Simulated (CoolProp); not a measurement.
Saturation properties of ethylene (Tc = 282.4 K, pc = 5.042 MPa, ω = 0.087).

Model: reference Helmholtz-energy equation of state, Smukala 2000, in CoolProp.

```tsv
T (K)	p (MPa)	liquid density (kg/m³)	enthalpy of vaporisation (kJ/kg)	surface tension (mN/m)
198.8	0.4335	523.2	434.7	11.5
204.2	0.5390	514.3	424.5	10.6
209.7	0.6649	505.0	413.5	9.74
215.1	0.8082	495.6	402.1	8.90
220.6	0.9761	485.6	389.6	8.06
226	1.164	475.3	376.6	7.24
231.5	1.382	464.3	362.3	6.42
236.9	1.622	453.0	347.2	5.63
242.4	1.897	440.6	330.3	4.84
247.8	2.198	427.6	312.2	4.08
253.2	2.532	413.5	292.1	3.35
258.7	2.909	397.5	269.0	2.62
264.1	3.318	379.7	242.8	1.94
269.6	3.777	358.2	210.7	1.27
```

It boils at 169.4 K under 1 atm.

Surface tension comes from a separate correlation (Mulero 2012).
